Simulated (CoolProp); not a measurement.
Model: reference Helmholtz-energy equation of state, Span 1996, in CoolProp.

**Question.** Give the vapour pressure (bar), vapour density (kg/m³), liquid viscosity (µPa s), liquid conductivity (mW/(m K)) of saturated carbon dioxide at -45.55 °C.

**Answer.** 
```tsv
T (°C)	p (bar)	vapour density (kg/m³)	liquid viscosity (µPa s)	liquid conductivity (mW/(m K))
-45.55	8.14	21.3	211	164
```

Viscosity comes from a separate model (Laesecke 2017). Thermal conductivity comes from a separate model (Huber 2016).
